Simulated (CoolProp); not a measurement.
Model: reference Helmholtz-energy equation of state, Eisenbach 2021, in CoolProp.

Task: For propylene glycol, give the phase and the Z, speed of sound (m/s), Joule-Thomson coefficient (K/MPa), isothermal compressibility (1/MPa) at 529.7 K and 35.8 MPa; 581.3 K and 35.8 MPa.

Result: 
- 529.7 K and 35.8 MPa: liquid; Z 0.716, speed of sound 1040, Joule-Thomson coefficient -0.133, isothermal compressibility 0.00127
- 581.3 K and 35.8 MPa: liquid; Z 0.694, speed of sound 911, Joule-Thomson coefficient -0.0739, isothermal compressibility 0.00181
